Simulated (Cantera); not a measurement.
# Thermodynamics of calcination and drying, feed CsOH + H2O + H2

Feed: 1 mol CsOH, 0.16 mol H2O, 6.1 mol H2, equilibrated at 1875 °C.

Cantera equilibrium calculation (NASA polynomials, part measured and part estimated; ideal gas, pure solids and liquids). Candidate condensed phases: Cs, CsOH, H2O; 15 gas species. The numbers say what is thermodynamically allowed, not how fast it happens.

| P (Pa) | x H2 | x H | x H2O | x Cs | x CsOH |
|---|---|---|---|---|---|
| 10 | 0.477 | 0.288 | 0.113 | 0.109 | 0.000595 |
| 68 | 0.616 | 0.125 | 0.134 | 0.119 | 0.00177 |
| 460 | 0.682 | 0.0508 | 0.140 | 0.121 | 0.00466 |
| 3200 | 0.715 | 0.0197 | 0.137 | 0.117 | 0.0113 |
| 22000 | 0.736 | 0.00762 | 0.126 | 0.106 | 0.0244 |
| 150000 | 0.757 | 0.00296 | 0.108 | 0.0871 | 0.0444 |
| 1000000 | 0.779 | 0.00116 | 0.0867 | 0.0652 | 0.0678 |
x: gas mole fraction; nothing condenses.

From 0.0750 Torr to 7500 Torr nothing is condensed. The main Cs-bearing gas is Cs at 0.0750 Torr and CsOH at 7500 Torr.
